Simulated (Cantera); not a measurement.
Mixture: 5.30 % C₃H₈, 18.9 % O₂, 71.0 % N₂, 4.82 % H₂O, equivalence ratio 1.4, at 5.00 bar, adiabatic and at constant pressure. Ignition delay is the time to a rise of 400 K.

Detailed kinetics in Cantera: GRI-Mech 3.0 (53 species, 325 reactions). GRI-Mech 3.0 was tuned for natural gas; its chemistry of propane as a main component is partial and can be far from experiment.

**Question.** Predict: delay at 1225 K; delay at 1425 K; delay at 1625 K; delay at 1825 K; delay at 2025 K; apparent activation energy between 1925 and 2125 K.

**Answer.** 
| Property | Value |
|---|---|
| delay at 1225 K | 1.79 ms |
| delay at 1425 K | 78.5 µs |
| delay at 1625 K | 10.8 µs |
| delay at 1825 K | 3.34 µs |
| delay at 2025 K | 1.63 µs |
| apparent activation energy between 1925 and 2125 K | 98 kJ/mol |
